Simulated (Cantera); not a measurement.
Premixed flame

A freely propagating, adiabatic, planar premixed flame of CH₄ : O₂ : N₂ : H₂ = 1 : 2.33 : 10.9 : 0.064 (molar parts), equivalence ratio 0.87, unburnt at 575 K and 4.20 bar; mixture-averaged transport, grid criteria slope 0.08 and curve 0.16, no radiation.

Computed with Cantera and GRI-Mech 3.0 (53 species, 325 reactions). Burning velocities carry a grid error of a few per cent, more on coarse grids.

| z (mm) | T (K) | u (m/s) | x CH₄ | x O₂ | x CH₃ | x O | x CO | x CH₂CO |
|---|---|---|---|---|---|---|---|---|
| -0.527 | 576 | 0.401 | 0.0698 | 0.163 | 1.21e-8 | <1e-8 | 1.87e-5 | 1.03e-8 |
| -0.351 | 583 | 0.406 | 0.0694 | 0.162 | 7.37e-8 | <1e-8 | 0.000114 | 9.44e-8 |
| -0.263 | 602 | 0.420 | 0.0681 | 0.161 | 3.03e-7 | <1e-8 | 0.000438 | 5.39e-7 |
| -0.176 | 693 | 0.485 | 0.0626 | 0.154 | 2.52e-6 | <1e-8 | 0.00217 | 4.62e-6 |
| -0.0878 | 1055 | 0.743 | 0.0417 | 0.122 | 9.40e-5 | 1.45e-6 | 0.0104 | 4.11e-5 |
| -0.0439 | 1399 | 0.988 | 0.0217 | 0.0886 | 0.000578 | 2.96e-5 | 0.0193 | 9.78e-5 |
| 0 | 1738 | 1.23 | 0.00384 | 0.0514 | 0.000685 | 0.000406 | 0.0255 | 8.16e-5 |
| 0.0439 | 1882 | 1.32 | 0.000116 | 0.0337 | 3.57e-5 | 0.00130 | 0.0185 | 5.36e-6 |
| 0.0878 | 1944 | 1.36 | 2.17e-6 | 0.0286 | 7.84e-7 | 0.00130 | 0.0118 | 1.28e-7 |
| 0.176 | 2010 | 1.40 | <1e-8 | 0.0251 | <1e-8 | 0.000857 | 0.00639 | <1e-8 |
| 0.351 | 2060 | 1.43 | <1e-8 | 0.0230 | <1e-8 | 0.000421 | 0.00324 | <1e-8 |
| 0.702 | 2087 | 1.45 | <1e-8 | 0.0219 | <1e-8 | 0.000189 | 0.00148 | <1e-8 |
| 1.40 | 2097 | 1.46 | <1e-8 | 0.0215 | <1e-8 | 0.000112 | 0.000793 | <1e-8 |
x: mole fraction of selected species; z is measured from the peak of heat release.

```yaml
laminar_burning_velocity: 40.0 cm/s
thermal_thickness: 0.176 mm
peak x(CH₃): 0.000923
peak x(O): 0.00138
peak x(CO): 0.0255
peak x(CH₂CO): 0.000116
```
